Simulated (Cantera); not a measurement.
Source: NASA polynomial tables (part measured, part estimated), evaluated in Cantera. Values are per mole of reaction as written; species without (g) are pure solids or liquids, kept so even where they would boil at 1 bar.

Q: Between 300 and 1300 K, where is each reaction favourable under standard conditions?
- 6 FeCl2(g) + O3(g) ⇌ 4 FeCl3(g) + Fe2O3

A: 
- 6 FeCl2(g) + O3(g) ⇌ 4 FeCl3(g) + Fe2O3: ΔG° is -962 kJ at 300 K and -434 kJ at 1300 K; it stays negative (K > 1). ΔH° is -1083 kJ and ΔS° -499 J/K at 1300 K.
